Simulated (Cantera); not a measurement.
# Stirred combustor or abatement burner

A perfectly stirred reactor is fed with 22.5 % H₂, 14.6 % O₂, 54.8 % N₂, 8.09 % H₂O, at 1000000 Pa; it is adiabatic with a 523 K inlet, and is followed from long to short residence time, starting on the burning branch (τ in s: 0.084, 0.032, 0.012, 0.0048, 0.0018, 0.0007, 0.00027, 0.0001, 4e-05).

Cantera simulation using the H2/O2 subset of GRI-Mech 3.0, which has no nitrogen chemistry; the numbers are that mechanism's predictions, not measurements. The hydrogen kinetics of GRI-Mech 3.0 are dated; newer H2 mechanisms differ, most at raised pressure.

```json
[
 {"τ (s)": "0.084", "T (K)": "2147", "x H₂": "0.000473", "x O₂": "0.0372", "x H₂O": "0.342", "x O": "0.000119", "x H": "2.92e-5", "x HO₂": "4.48e-6"},
 {"τ (s)": "0.032", "T (K)": "2147", "x H₂": "0.000495", "x O₂": "0.0372", "x H₂O": "0.342", "x O": "0.000122", "x H": "3.07e-5", "x HO₂": "4.56e-6"},
 {"τ (s)": "0.012", "T (K)": "2146", "x H₂": "0.000552", "x O₂": "0.0372", "x H₂O": "0.342", "x O": "0.000129", "x H": "3.48e-5", "x HO₂": "4.79e-6"},
 {"τ (s)": "0.0048", "T (K)": "2144", "x H₂": "0.000680", "x O₂": "0.0372", "x H₂O": "0.342", "x O": "0.000145", "x H": "4.44e-5", "x HO₂": "5.32e-6"},
 {"τ (s)": "0.0018", "T (K)": "2141", "x H₂": "0.000987", "x O₂": "0.0373", "x H₂O": "0.341", "x O": "0.000185", "x H": "7.06e-5", "x HO₂": "6.69e-6"},
 {"τ (s)": "0.00070", "T (K)": "2134", "x H₂": "0.00160", "x O₂": "0.0374", "x H₂O": "0.340", "x O": "0.000267", "x H": "0.000134", "x HO₂": "9.71e-6"},
 {"τ (s)": "0.00027", "T (K)": "2121", "x H₂": "0.00276", "x O₂": "0.0376", "x H₂O": "0.338", "x O": "0.000428", "x H": "0.000288", "x HO₂": "1.61e-5"},
 {"τ (s)": "0.00010", "T (K)": "2097", "x H₂": "0.00495", "x O₂": "0.0383", "x H₂O": "0.334", "x O": "0.000735", "x H": "0.000669", "x HO₂": "2.95e-5"},
 {"τ (s)": "4.0e-5", "T (K)": "2061", "x H₂": "0.00837", "x O₂": "0.0395", "x H₂O": "0.329", "x O": "0.00122", "x H": "0.00145", "x HO₂": "5.28e-5"}
]
```
x: mole fraction; the columns are a selection and need not sum to one.
